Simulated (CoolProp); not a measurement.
Values from CoolProp's reference Helmholtz-energy equation of state, Gedanitz 2015.

### Question
For cyclopentane, give the phase and the speed of sound (m/s), isothermal compressibility (1/MPa) at 242.9 K and 4160 kPa; 517.9 K and 4160 kPa.

### Answer
- 242.9 K and 4160 kPa: liquid; speed of sound 1520, isothermal compressibility 0.000788
- 517.9 K and 4160 kPa: gas; speed of sound 153, isothermal compressibility 0.567
